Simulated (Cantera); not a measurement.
## Ignition delay

Mixture: 9.60 % CH4, 3.45 % CO, 16.1 % O2, 70.8 % N2, at 0.770 bar, adiabatic and at constant pressure. Ignition delay is the time to a rise of 400 K.

Model: GRI-Mech 3.0 (53 species, 325 reactions), integrated in Cantera.

| T0 (K) | delay (ms) |
|---|---|
| 1123 | 332 |
| 1198 | 98.2 |
| 1273 | 32.0 |
| 1348 | 11.4 |
| 1423 | 4.43 |

```json
{
  "apparent activation energy between 1273 and 1423 K": "200 kJ/mol"
}
```
